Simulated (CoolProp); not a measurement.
Vapour pressure (MPa) of C2F6 (R116): the reference equation beside estimates from Tc = 293.0 K, pc = 3.048 MPa, ω = 0.257. Clausius-Clapeyron is anchored at 203 K with a constant enthalpy of vaporisation of 15.66 kJ/mol.

Model: reference Helmholtz-energy equation of state, Lemmon 2006, in CoolProp. It is a short technical equation, of lower accuracy than the large ones.

```csv
T (K),reference,Clausius-Clapeyron,van der Waals,Redlich-Kwong,Soave-Redlich-Kwong,Peng-Robinson
196.7,0.1106,0.1132,0.4916,0.1852,0.1101,0.1103
203,0.1523,0.1523,0.5793,0.2440,0.1521,0.1518
209.3,0.2053,0.2014,0.6766,0.3152,0.2055,0.2044
215.7,0.2724,0.2630,0.7858,0.4017,0.2734,0.2711
222,0.3536,0.3370,0.9038,0.5022,0.3557,0.3521
228.3,0.4518,0.4258,1.033,0.6190,0.4555,0.4502
234.7,0.5711,0.5333,1.175,0.7558,0.5770,0.5697
241,0.7101,0.6577,1.326,0.9096,0.7187,0.7093
247.3,0.8727,0.8026,1.489,1.083,0.8848,0.8731
253.7,1.065,0.9725,1.667,1.282,1.081,1.067
```

Absolute difference from the reference over all 10 rows, mean and median: Clausius-Clapeyron 4.9 and 5.2 %, van der Waals 164.7 and 142.1 %, Redlich-Kwong 41.3 and 39.5 %, Soave-Redlich-Kwong 0.8 and 0.7 %, Peng-Robinson 0.3 and 0.3 %.
